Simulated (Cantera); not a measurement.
A Cantera script and what it prints.

```python
import numpy as np
import cantera as ct

gas_names = """
    H HO2 H2 H2O H2O2 O OH O2 O3 Zr ZrO ZrO2
""".split()
cond_names = """
    H2O(s) H2O(L) Zr(a) Zr(b) Zr(L) ZrO2(a) ZrO2(b) ZrO2(L)
""".split()


# ... load() reads the species with a 1 bar reference pressure and builds the phases ...
atoms = {
    'ZrO2': {'Zr': 1, 'O': 2},
    'H2': {'H': 2},
    'H2O': {'H': 2, 'O': 1},
}
top_T = {}  # K; cautious upper limits of use, not melting points


# ... equilibrate(T, P, feed) seeds the gas with the atoms and calls Mixture.equilibrate('TP', solver="vcs", rtol=1e-11, max_steps=5000) ...
results = []
feed = {'ZrO2': 1, 'H2': 10, 'H2O': 0.27}  # mol
T = 2175  # K
P = 620000  # Pa
mix = equilibrate(T, P, feed)
results.append((T, P, feed, dict(zip(mix.species_names, mix.species_moles))))
x = sorted(zip(gas.X, gas.species_names), reverse=True)
print(f"T = {T:g} K  P = {P:g} Pa  gas = {mix.phase_moles(0):.4g} mol")
print("   x: " + "  ".join(f"{s} {v:.3e}" for v, s in x if v > 0.0001))
print("   condensed (mol): " + ("  ".join(f"{mix.phase(i).name} {mix.phase_moles(i):.4g}"
      for i in range(1, mix.n_phases) if mix.phase_moles(i) > 1e-12) or "none"))
```

Result:

```
T = 2175 K  P = 620000 Pa  gas = 10.28 mol
   x: H2 9.718e-01  H2O 2.626e-02  H 1.933e-03
   condensed (mol): ZrO2(b) 1
```

Method: chemical equilibrium by Gibbs-energy minimisation in Cantera with the NASA 1993 tables (ideal gas, pure condensed phases).
